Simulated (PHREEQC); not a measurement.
Dissolve 0.00096 mol/kgw NiSO4, 0.00022 mol/kgw H3BO3 and 0.29 mol/kgw H2SO4 at 25 °C. It is in equilibrium with CO2 at log p = 0 (atm). Otherwise closed; pH follows from the charge balance.

Model: ion-association model, wateq4f.dat, run in PHREEQC.

Each row changes one thing in this solution. Precipitation was switched off in this run.

| case | pH | ionic strength (mol/kgw) | HSO4- (mol/kgw) | SO4-2 (mol/kgw) | HCO3- (mol/kgw) |
|---|---|---|---|---|---|
| as made | 0.60 | 0.354 | 0.259 | 0.0314 | 8.45e-8 |
| NiSO4 from 0.00096 to 0.00192 mol/kgw | 0.60 | ? | 0.260 | 0.0316 | 8.47e-8 |
| diluted 10-fold with water | 1.48 | 0.0497 | 0.0188 | 0.0103 | 5.45e-7 |
| H2SO4 from 0.29 to 0.261 mol/kgw | 0.65 | 0.322 | 0.232 | 0.0300 | 9.23e-8 |
| NiSO4 replaced by Ag2SO4 at the same molality | 0.60 | 0.354 | 0.259 | 0.0314 | 8.45e-8 |
| diluted 2-fold with water | 0.87 | 0.192 | 0.122 | 0.0231 | ? |
| NiSO4 from 0.00096 to 0.00048 mol/kgw | 0.60 | ? | 0.259 | ? | 8.44e-8 |
| temperature from 25 to 65 °C | 0.63 | 0.319 | 0.277 | 0.0139 | 4.67e-8 |
| temperature from 25 to 35 °C | 0.61 | 0.344 | 0.265 | 0.0262 | ? |

Q: What belongs in the gaps?

A: 
- NiSO4 from 0.00096 to 0.00192 mol/kgw, ionic strength (mol/kgw): 0.356
- diluted 2-fold with water, HCO3- (mol/kgw): 1.50e-7
- NiSO4 from 0.00096 to 0.00048 mol/kgw, ionic strength (mol/kgw): 0.353
- NiSO4 from 0.00096 to 0.00048 mol/kgw, SO4-2 (mol/kgw): 0.0313
- temperature from 25 to 35 °C, HCO3- (mol/kgw): 7.40e-8

Complexes and solids missing from the database can't appear. Away from 25 °C the constants follow the database's enthalpies or fits; those with neither stay at their 25 °C values.
